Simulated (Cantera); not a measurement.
What does this Cantera script print?

```python
import numpy as np
import cantera as ct

gas = ct.Solution("gri30.yaml")
gas.TPX = 1400, 57000, {'CH4': 1, 'CO': 0.095, 'O2': 1.36, 'N2': 5.13}
reactor = ct.IdealGasReactor(gas, energy="on", clone=False)
net = ct.ReactorNet([reactor])
net.rtol, net.atol = 1e-08, 1e-16
show = ['CH4', 'CO', 'O2', 'H2O', 'CH2', 'HCN']
times = np.geomspace(6e-06, 3, 15)

steps = ct.SolutionArray(gas, extra=["t"])
rows = []
print(f"{'t/s':>10s}{'T/K':>9s}{'P/Pa':>11s}" + "".join(f"{s:>11s}" for s in show))
for t in times:
    while net.time < t:
        t_next = net.step()
        steps.append(gas.state, t=t_next)
    rows.append([np.interp(t, steps.t, y) for y in (steps.T, steps.P, *steps(*show).X.T)])
    print(f"{t:10.3e}{rows[-1][0]:9.1f}{rows[-1][1]:11.4g}" + "".join(f"{x:11.3e}" for x in rows[-1][2:]))
rate = np.gradient(steps.T, steps.t)
print("integrator steps:", len(steps.t))
if steps.T.max() > steps.T[0] + 200:
    print(f"time of steepest temperature rise: {steps.t[rate.argmax()]:.4e} s")
gas.TPX = 1400, 57000, {'CH4': 1, 'CO': 0.095, 'O2': 1.36, 'N2': 5.13}
gas.equilibrate("UV")
print(f"equilibrium (UV): T = {gas.T:.1f} K  " + "  ".join(f"{s} {gas[s].X[0]:.3e}" for s in show))
```

Output:

```
       t/s      T/K       P/Pa        CH4         CO         O2        H2O        CH2        HCN
 6.000e-06   1400.0    5.7e+04  1.318e-01  1.252e-02  1.793e-01  1.283e-08  1.689e-15  3.295e-21
 1.532e-05   1400.0    5.7e+04  1.318e-01  1.252e-02  1.793e-01  4.505e-08  6.912e-15  2.295e-20
 3.911e-05   1400.0    5.7e+04  1.318e-01  1.252e-02  1.793e-01  1.786e-07  3.841e-14  1.601e-19
 9.985e-05   1400.0    5.7e+04  1.318e-01  1.252e-02  1.793e-01  9.302e-07  2.979e-13  1.198e-18
 2.549e-04   1400.0    5.7e+04  1.318e-01  1.252e-02  1.793e-01  5.926e-06  3.082e-12  1.062e-17
 6.509e-04   1400.1    5.7e+04  1.318e-01  1.252e-02  1.793e-01  4.148e-05  3.550e-11  1.245e-16
 1.662e-03   1401.7  5.707e+04  1.314e-01  1.253e-02  1.790e-01  2.988e-04  2.295e-10  1.782e-15
 4.243e-03   1418.8  5.779e+04  1.281e-01  1.310e-02  1.768e-01  2.724e-03  2.071e-09  5.849e-14
 1.083e-02   2834.1  1.282e+05  3.421e-13  9.961e-02  2.229e-03  1.498e-01  1.095e-12  2.535e-08
 2.766e-02   2834.1  1.282e+05  3.421e-13  9.961e-02  2.229e-03  1.498e-01  1.095e-12  2.536e-08
 7.061e-02   2834.1  1.282e+05  3.421e-13  9.961e-02  2.229e-03  1.498e-01  1.095e-12  2.536e-08
 1.803e-01   2834.1  1.282e+05  3.421e-13  9.961e-02  2.229e-03  1.498e-01  1.095e-12  2.536e-08
 4.602e-01   2834.1  1.282e+05  3.421e-13  9.961e-02  2.229e-03  1.498e-01  1.095e-12  2.536e-08
 1.175e+00   2834.1  1.282e+05  3.421e-13  9.961e-02  2.229e-03  1.498e-01  1.095e-12  2.536e-08
 3.000e+00   2834.1  1.282e+05  3.421e-13  9.961e-02  2.229e-03  1.498e-01  1.095e-12  2.536e-08
integrator steps: 2070
time of steepest temperature rise: 6.2342e-03 s
equilibrium (UV): T = 2834.1 K  CH4 4.090e-13  CO 9.961e-02  O2 2.229e-03  H2O 1.498e-01  CH2 1.143e-12  HCN 2.536e-08
```

Model: GRI-Mech 3.0 (53 species, 325 reactions), integrated in Cantera.
